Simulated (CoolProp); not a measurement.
The numbers come from the reference Helmholtz-energy equation of state, Zhou 2011 in CoolProp.

Problem. For dimethyl carbonate, give the phase and the density (kg/m³), cp (kJ/(kg K)), expansivity (1/kK), fugacity coefficient at 600 K and 49100 kPa.

Solution. 
- 600 K and 49100 kPa: supercritical; density 773, cp 2.32, expansivity 1.44, fugacity coefficient 0.301
